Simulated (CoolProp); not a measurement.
Model: reference Helmholtz-energy equation of state, Lemmon 2005, in CoolProp.

Q: Give the vapour pressure (kPa), vapour Z, surface tension (mN/m), liquid conductivity (mW/(m K)) of saturated R125 at 206.2, 286.9 K.

A: 
```csv
T (K),p (kPa),vapour Z,surface tension (mN/m),liquid conductivity (mW/(m K))
206.2,36.3,0.979,16.5,100
286.9,1010,0.789,5.20,64.1
```

Thermal conductivity comes from a separate model (Perkins 2006). Surface tension comes from a separate correlation (Mulero 2012).
